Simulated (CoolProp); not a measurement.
Properties of dodecamethylcyclohexasiloxane (D6) at several states (Tc = 645.8 K, pc = 9.614 bar, ω = 0.736).

Computed with CoolProp (reference Helmholtz-energy equation of state, Colonna 2008). It is a short technical equation, of lower accuracy than the large ones.

| T (K) | p (bar) | phase | density (kg/m³) | cv (kJ/(kg K)) | Joule-Thomson coefficient (K/MPa) | isothermal compressibility (1/MPa) | expansivity (1/kK) |
|---|---|---|---|---|---|---|---|
| 369.3 | 10.4 | liquid | 893.1 | 1.549 | -0.3560 | 0.003918 | 1.236 |
| 455.5 | 13.3 | liquid | [?] | 1.712 | -0.2140 | [?] | 1.490 |
| 609.4 | 0.251 | gas | 2.234 | 1.922 | 10.28 | 40.38 | 1.714 |
| 490.8 | 47.3 | liquid | [?] | 1.777 | -0.1998 | 0.007769 | 1.424 |
| 458.1 | 19.2 | liquid | 796.8 | 1.717 | -0.2183 | 0.007176 | 1.466 |

What belongs in the gaps?


- 455.5, density (kg/m³): 796.4
- 455.5, isothermal compressibility (1/MPa): 0.007284
- 490.8, density (kg/m³): 776.1
